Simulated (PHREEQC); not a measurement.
Dissolve 0.0057 mol/kgw CdCl2, 0.033 mol/kgw CuCl2, 0.011 mol/kgw NaHCO3 and 0.0068 mol/kgw KBr at 55 °C. Closed to the air; pH follows from the charge balance.

The numbers come from PHREEQC with the ion-association model, wateq4f.dat.

### Question
The ionic strength comes out as 0.0978 mol/kgw. What activity coefficients do CuCl+, Cl-, CdCl+, CdBr+, Cu2(OH)2+2 get?

### Answer
CuCl+ 0.76, Cl- 0.76, CdCl+ 0.77, CdBr+ 0.77, Cu2(OH)2+2 0.35.

Precipitation was switched off in this run. Examples of supersaturated solids here: Atacamite, Malachite. Others may be too. Species that the database lacks are ignored. At this temperature some constants are extrapolated from 25 °C, and those without enthalpy data are left unchanged.
